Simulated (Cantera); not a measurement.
A closed system holds: 1 mol Pb, 0.2 mol O2, 1.4 mol H2, held at 925 K and 95.0 mbar.

Equilibrium computed with Cantera from the NASA thermochemical tables; the gas is ideal and each condensed phase is pure. Candidate condensed phases: H2O, Pb, PbO, PbO2, Pb3O4; 12 gas species. Rates play no part.

Base state: H2 0.714, H2O 0.286, Pb 2.81e-5 (mole fractions); condensed: Pb(l).

Task: What changes in the equilibrium state with this change: temperature from 925 K to 1548.15 K?

Result: 
```
species      before     after
----------  -------  --------
H2            0.714     0.425
Pb          2.81e-5     0.405
H2O           0.286     0.170
Pb2           <1e-9  0.000228
PbO           <1e-9   8.43e-5
H             <1e-9   6.52e-5
Pb(l), mol    1.000    0.0441
```
